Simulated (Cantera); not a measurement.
A perfectly stirred reactor is fed with 6.92 % CH4, 19.5 % O2, 73.3 % N2, 0.221 % H2O, at 18.0 bar; it is adiabatic with a 323 K inlet, and is followed from long to short residence time, starting on the burning branch (τ in s: 0.081, 0.03, 0.011, 0.0039, 0.0014, 0.00053, 0.00019, 7e-05, 2.5e-05).

Computed with Cantera and GRI-Mech 3.0 (53 species, 325 reactions). The pressure lies above the range GRI-Mech 3.0 was tuned for (to about 10 atm).

One state of this run: T (K) = 1875; x CH4 = 6.95e-6; x O2 = 0.0567; x O = 1.71e-5; x C2H4 = 2.54e-9; x CH2 = 1.36e-8. x: mole fraction; the columns are a selection and need not sum to one.

Problem. Which value of τ (s) does it belong to?
A. 0.030
B. 0.00019
C. 0.011
D. 2.5e-5

Solution. A, 0.030
